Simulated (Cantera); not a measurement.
Charge: 1 mol CH4, 18 mol H2, held at 13300 Pa.

Equilibrium computed with Cantera from the NASA thermochemical tables; the gas is ideal and each condensed phase is pure. Candidate condensed phases: C, C6H6, C7H8, C8H18; 76 gas species. The numbers say what is thermodynamically allowed, not how fast it happens.

x: gas mole fraction; n: condensed amount in mol.

```json
[
 {"T (K)": "1573", "x H2": "1.000", "x H": "0.000111", "x C2H2 (acetylene)": "2.06e-5", "x CH4": "0.000244", "n C(graphite)": "0.994"},
 {"T (K)": "1673", "x H2": "0.999", "x H": "0.000312", "x C2H2 (acetylene)": "5.69e-5", "x CH4": "0.000162", "n C(graphite)": "0.994"},
 {"T (K)": "1773", "x H2": "0.999", "x H": "0.000779", "x C2H2 (acetylene)": "0.000140", "x CH4": "0.000112", "n C(graphite)": "0.992"},
 {"T (K)": "1873", "x H2": "0.998", "x H": "[?]", "x C2H2 (acetylene)": "[?]", "x CH4": "[?]", "n C(graphite)": "0.986"},
 {"T (K)": "1973", "x H2": "0.996", "x H": "[?]", "x C2H2 (acetylene)": "[?]", "x CH4": "[?]", "n C(graphite)": "0.973"},
 {"T (K)": "2073", "x H2": "0.992", "x H": "0.00717", "x C2H2 (acetylene)": "0.00122", "x CH4": "4.62e-5", "n C(graphite)": "0.950"},
 {"T (K)": "2173", "x H2": "0.985", "x H": "0.0131", "x C2H2 (acetylene)": "0.00217", "x CH4": "3.60e-5", "n C(graphite)": "0.911"},
 {"T (K)": "2273", "x H2": "0.974", "x H": "0.0227", "x C2H2 (acetylene)": "0.00367", "x CH4": "2.85e-5", "n C(graphite)": "0.850"},
 {"T (K)": "2373", "x H2": "0.957", "x H": "0.0374", "x C2H2 (acetylene)": "0.00589", "x CH4": "2.28e-5", "n C(graphite)": "0.757"},
 {"T (K)": "2473", "x H2": "0.932", "x H": "0.0590", "x C2H2 (acetylene)": "0.00899", "x CH4": "1.82e-5", "n C(graphite)": "0.624"},
 {"T (K)": "2573", "x H2": "0.898", "x H": "0.0891", "x C2H2 (acetylene)": "0.0131", "x CH4": "1.44e-5", "n C(graphite)": "0.438"}
]
```

Complete the blanks.


- 1873, x H: 0.00177
- 1873, x C2H2 (acetylene): 0.000311
- 1873, x CH4: 8.09e-5
- 1973, x H: 0.00369
- 1973, x C2H2 (acetylene): 0.000638
- 1973, x CH4: 6.03e-5
